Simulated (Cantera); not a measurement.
Charge: 1 mol c-C4F8, 0.18 mol HCl, 3.2 mol H2, at 2000 K and 16.0 Pa.

Cantera equilibrium calculation (NASA polynomials, part measured and part estimated; ideal gas, pure solids and liquids). Candidate condensed phases: C, C6H6, C7H8, C8H18; 118 gas species. The feed counts by its element totals alone. Equilibrium is a limit: real reactors are often held back by kinetics, nucleation or transport.

What is the equilibrium state?


```
Property           Result
--------------  ---------
x(HF)               0.825
x(F)                0.128
x(CF2)             0.0230
x(Cl)              0.0225
x(CF4)           0.000683
x(CF)            0.000596
x(CF3)           0.000109
x(HCl)            7.97e-5
x(H)              4.37e-5
n(C(graphite))   3.81 mol
gas amount      7.978 mol
```
